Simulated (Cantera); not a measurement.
An isothermal, constant-pressure homogeneous reactor starts with 6.04 % H2, 3.36 % O2, 90.6 % N2, equivalence ratio 0.90, at 1023 K and 0.266 atm.

Computed with Cantera and GRI-Mech 3.0 (53 species, 325 reactions). The temperature is held fixed by assumption; the heat of reaction is taken as removed at once.

x: mole fraction; the columns are a selection and need not sum to one.

```json
[
 {"t (s)": "5.00e-6", "x H2": "0.0604", "x O2": "0.0336", "x H2O": "<1e-12", "x HO2": "3.70e-12", "x OH": "<1e-12", "x N2O": "<1e-12", "x NO": "<1e-12"},
 {"t (s)": "1.92e-5", "x H2": "0.0604", "x O2": "0.0336", "x H2O": "<1e-12", "x HO2": "1.43e-11", "x OH": "<1e-12", "x N2O": "<1e-12", "x NO": "<1e-12"},
 {"t (s)": "7.34e-5", "x H2": "0.0604", "x O2": "0.0336", "x H2O": "1.83e-11", "x HO2": "5.76e-11", "x OH": "2.27e-12", "x N2O": "<1e-12", "x NO": "<1e-12"},
 {"t (s)": "0.000281", "x H2": "0.0604", "x O2": "0.0336", "x H2O": "6.67e-10", "x HO2": "3.11e-10", "x OH": "2.82e-11", "x N2O": "<1e-12", "x NO": "<1e-12"},
 {"t (s)": "0.00108", "x H2": "0.0604", "x O2": "0.0336", "x H2O": "8.25e-7", "x HO2": "1.23e-7", "x OH": "2.60e-8", "x N2O": "<1e-12", "x NO": "<1e-12"},
 {"t (s)": "0.00413", "x H2": "___", "x O2": "___", "x H2O": "___", "x HO2": "___", "x OH": "___", "x N2O": "___", "x NO": "___"},
 {"t (s)": "0.0158", "x H2": "0.000547", "x O2": "0.00373", "x H2O": "0.0616", "x HO2": "9.23e-7", "x OH": "7.33e-5", "x N2O": "1.62e-8", "x NO": "1.78e-6"},
 {"t (s)": "0.0606", "x H2": "5.51e-5", "x O2": "0.00348", "x H2O": "0.0622", "x HO2": "4.52e-7", "x OH": "1.76e-5", "x N2O": "2.03e-8", "x NO": "1.78e-6"},
 {"t (s)": "0.232", "x H2": "4.30e-6", "x O2": "0.00346", "x H2O": "0.0623", "x HO2": "6.84e-8", "x OH": "5.13e-6", "x N2O": "2.18e-8", "x NO": "1.76e-6"},
 {"t (s)": "0.889", "x H2": "2.94e-7", "x O2": "0.00346", "x H2O": "0.0623", "x HO2": "6.17e-9", "x OH": "1.75e-6", "x N2O": "2.24e-8", "x NO": "1.75e-6"},
 {"t (s)": "3.41", "x H2": "___", "x O2": "0.00346", "x H2O": "0.0623", "x HO2": "8.92e-10", "x OH": "___", "x N2O": "2.25e-8", "x NO": "1.77e-6"},
 {"t (s)": "13.1", "x H2": "6.14e-9", "x O2": "0.00346", "x H2O": "0.0623", "x HO2": "1.91e-10", "x OH": "3.31e-7", "x N2O": "2.23e-8", "x NO": "1.78e-6"},
 {"t (s)": "50.0", "x H2": "1.51e-9", "x O2": "0.00346", "x H2O": "0.0623", "x HO2": "5.70e-11", "x OH": "1.67e-7", "x N2O": "2.08e-8", "x NO": "1.78e-6"}
]
```

What belongs in the gaps?


- 0.00413, x H2: 0.00428
- 0.00413, x O2: 0.00656
- 0.00413, x H2O: 0.0548
- 0.00413, x HO2: 1.72e-6
- 0.00413, x OH: 0.000325
- 0.00413, x N2O: 1.07e-8
- 0.00413, x NO: 1.54e-6
- 3.41, x H2: 3.23e-8
- 3.41, x OH: 7.11e-7
